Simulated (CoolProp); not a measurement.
Saturated liquid density (kg/m³) of carbonyl sulfide: the reference equation beside estimates from Tc = 378.8 K, pc = 6.369 MPa, ω = 0.098. Rackett uses Z = 0.29056 − 0.08775 ω.

Model: reference Helmholtz-energy equation of state, Lemmon 2006, in CoolProp. It is a short technical equation, of lower accuracy than the large ones.

| T (K) | reference | Rackett | van der Waals | Redlich-Kwong | Soave-Redlich-Kwong | Peng-Robinson |
|---|---|---|---|---|---|---|
| 192.8 | 1237 | 1211 | 792.5 | 1176 | 1175 | 1323 |
| 200.6 | 1221 | 1195 | 783.1 | 1160 | 1160 | 1307 |
| 208.3 | 1205 | 1180 | 773.5 | 1144 | 1145 | 1292 |
| 216.1 | 1189 | 1165 | 763.6 | 1128 | 1130 | 1275 |
| 223.8 | 1173 | 1149 | 753.5 | 1110 | 1114 | 1257 |
| 231.6 | 1156 | 1132 | 743.0 | 1092 | 1097 | 1239 |
| 239.3 | 1139 | 1116 | 732.3 | 1074 | 1079 | 1220 |
| 247.1 | 1121 | 1099 | 721.0 | 1054 | 1061 | 1200 |
| 254.8 | 1103 | 1081 | 709.5 | 1034 | 1041 | 1179 |

Absolute difference from the reference over all 9 rows, mean and median: Rackett 2.0 and 2.0 %, van der Waals 35.8 and 35.8 %, Redlich-Kwong 5.4 and 5.4 %, Soave-Redlich-Kwong 5.1 and 5.0 %, Peng-Robinson 7.1 and 7.1 %.
